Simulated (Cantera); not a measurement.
Input: 1 mol B₂O₃, 4.1 mol NH₃, 0.5 mol N₂, at 977 °C and 13.3 mbar.

These are equilibrium values from Cantera (NASA tables, ideal gas, pure condensed phases), not measurements of a reactor. Candidate condensed phases: B, BN, B₂O₃, B₃O₃H₃, H₂O; 39 gas species. Mutual solubility and eutectic melting of coexisting phases are not modelled. Kinetics and transport are ignored.

Base state: H₂ 0.706, N₂ 0.293, H₂O 0.000968, HBO₂ 0.000443, HBO 2.73e-5 (mole fractions); condensed: BN(s) + B₂O₃(l).

Problem. What changes in the equilibrium state with this change: temperature from 977 °C to 1500 °C?

Solution. 
```json
[
 {"species": "H₂", "before": "0.706", "after": "0.595"},
 {"species": "N₂", "before": "0.293", "after": "0.262"},
 {"species": "B₂O₃", "before": "3.31e-6", "after": "0.0612"},
 {"species": "HBO₂", "before": "0.000443", "after": "0.0399"},
 {"species": "HBO", "before": "2.73e-5", "after": "0.0298"},
 {"species": "B₂O₂", "before": "1.78e-8", "after": "0.00598"},
 {"species": "BO", "before": "5.39e-9", "after": "0.00175"},
 {"species": "BN(s), mol", "before": "0.00682", "after": "0"},
 {"species": "B₂O₃(l), mol", "before": "0.995", "after": "0"}
]
```
